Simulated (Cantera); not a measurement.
**Carbon deposition, reforming and gasification: acetone + O2 + H2**

A closed system holds: 1 mol acetone, 0.044 mol O2, 0.78 mol H2, at 0.000530 bar.

Cantera equilibrium calculation (NASA polynomials, part measured and part estimated; ideal gas, pure solids and liquids). Candidate condensed phases: C, C6H6, C7H8, C8H18, H2O; 110 gas species. The feed counts by its element totals alone. The numbers say what is thermodynamically allowed, not how fast it happens.

```json
[
 {"T (°C)": "277", "x H2": "0.650", "x CO": "0.00253", "x H2O": "0.206", "x CH4": "0.0949", "x CO2": "0.0463", "x H": "<1e-12", "n C(graphite)": "2.48"},
 {"T (°C)": "327", "x H2": "0.766", "x CO": "0.0149", "x H2O": "0.123", "x CH4": "0.0293", "x CO2": "0.0674", "x H": "<1e-12", "n C(graphite)": "2.55"},
 {"T (°C)": "377", "x H2": "0.805", "x CO": "0.0568", "x H2O": "0.0618", "x CH4": "0.00892", "x CO2": "0.0680", "x H": "<1e-12", "n C(graphite)": "2.43"},
 {"T (°C)": "427", "x H2": "0.798", "x CO": "0.135", "x H2O": "0.0245", "x CH4": "0.00287", "x CO2": "0.0392", "x H": "<1e-12", "n C(graphite)": "2.19"},
 {"T (°C)": "477", "x H2": "0.783", "x CO": "0.198", "x H2O": "0.00745", "x CH4": "0.00104", "x CO2": "0.0115", "x H": "1.22e-11", "n C(graphite)": "2.00"},
 {"T (°C)": "527", "x H2": "0.777", "x CO": "0.218", "x H2O": "0.00210", "x CH4": "0.000431", "x CO2": "0.00248", "x H": "1.11e-10", "n C(graphite)": "1.93"},
 {"T (°C)": "577", "x H2": "0.777", "x CO": "0.222", "x H2O": "0.000645", "x CH4": "0.000199", "x CO2": "0.000563", "x H": "7.84e-10", "n C(graphite)": "1.92"},
 {"T (°C)": "627", "x H2": "0.776", "x CO": "0.223", "x H2O": "0.000223", "x CH4": "9.97e-5", "x CO2": "0.000147", "x H": "4.47e-9", "n C(graphite)": "1.91"},
 {"T (°C)": "677", "x H2": "0.776", "x CO": "0.223", "x H2O": "8.59e-5", "x CH4": "5.36e-5", "x CO2": "4.42e-5", "x H": "2.13e-8", "n C(graphite)": "1.91"},
 {"T (°C)": "727", "x H2": "0.776", "x CO": "0.223", "x H2O": "3.63e-5", "x CH4": "3.05e-5", "x CO2": "1.50e-5", "x H": "8.69e-8", "n C(graphite)": "1.91"},
 {"T (°C)": "777", "x H2": "0.776", "x CO": "0.223", "x H2O": "1.67e-5", "x CH4": "1.83e-5", "x CO2": "5.66e-6", "x H": "3.10e-7", "n C(graphite)": "1.91"},
 {"T (°C)": "827", "x H2": "0.776", "x CO": "0.223", "x H2O": "8.23e-6", "x CH4": "1.15e-5", "x CO2": "2.34e-6", "x H": "9.90e-7", "n C(graphite)": "1.91"},
 {"T (°C)": "877", "x H2": "0.776", "x CO": "0.223", "x H2O": "4.31e-6", "x CH4": "7.48e-6", "x CO2": "1.04e-6", "x H": "2.86e-6", "n C(graphite)": "1.91"}
]
```
x: gas mole fraction; n: condensed amount in mol.

From 277 °C to 877 °C the condensed part is C(graphite). The main C-bearing gas is CH4 at 277 °C and CO at 877 °C.
